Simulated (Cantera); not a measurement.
## Fluorocarbon and chlorocarbon gases: CCl₄ + Si + H₂

Feed: 1 mol CCl₄, 0.11 mol Si, a varied amount of H₂, held at 1827 °C and 0.0705 Torr.

Cantera equilibrium calculation (NASA polynomials, part measured and part estimated; ideal gas, pure solids and liquids). Candidate condensed phases: C, C₆H₆, C₇H₈, C₈H₁₈, Si, SiC; 109 gas species. The tables' values for SiCl, SiCl₃ are old estimates; treat these amounts as uncertain. Kinetics and transport are ignored.

```tsv
n(H₂) (mol)	log p H₂	log p Cl	log p HCl	log p H	log p SiCl₂	log p Si	log p SiCl	log p C₂H₂ (acetylene)	n C(graphite)
1.3	-5.34	-4.38	-4.41	-5.18	-5.74	-6.46	-6.93	-8.18	0.997
3.8	-4.60	-4.79	-4.45	-4.81	-6.23	-6.14	-7.01	-7.44	0.987
6.3	-4.44	-4.99	-4.57	-4.72	-6.64	-6.15	-7.23	-7.28	0.979
8.8	-4.36	-5.12	-4.67	-4.69	-6.97	-6.21	-7.42	-7.20	0.971
11	-4.32	-5.22	-4.74	-4.67	-7.21	-6.26	-7.57	-7.16	0.965
14	-4.29	-5.32	-4.82	-4.65	-7.48	-6.33	-7.74	-7.13	0.958
16	-4.28	-5.37	-4.87	-4.64	-7.63	-6.38	-7.83	-7.12	0.952
```
log p: log10 of the partial pressure in bar; n: condensed amount in mol.

From 1.3 mol H₂ to 16 mol H₂ the condensed part is C(graphite). The main Si-bearing gas is SiCl₂ at 1.3 mol H₂ and Si at 16 mol H₂.
